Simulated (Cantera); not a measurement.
Charge: 1 mol SiH2Cl2, 0.014 mol C2H4, 22 mol H2, held at 2325 K and 47.3 Torr.

Cantera equilibrium calculation (NASA polynomials, part measured and part estimated; ideal gas, pure solids and liquids). Candidate condensed phases: C, C6H6, C7H8, C8H18, Si, SiC; 109 gas species. The tables' values for SiCl, SiCl3 are old estimates; treat these amounts as uncertain. Gases not in the tables: Si2H6 and higher silanes. Kinetics and transport are ignored.

What is the equilibrium state?


```
Item                                        Value
--------------------------------------  ---------
x(H2)                                       0.865
x(HCl)                                     0.0607
x(H)                                       0.0408
x(Si)                                      0.0184
x(SiCl2)                                  0.00729
x(SiCl)                                   0.00232
x(Cl)                                     0.00205
x(SiH)                                    0.00151
x(Si2C)                                  0.000989
n(Si(l))                                0.173 mol
gas amount                              25.11 mol
log10 activity of C(graphite) (absent)      -1.03
```
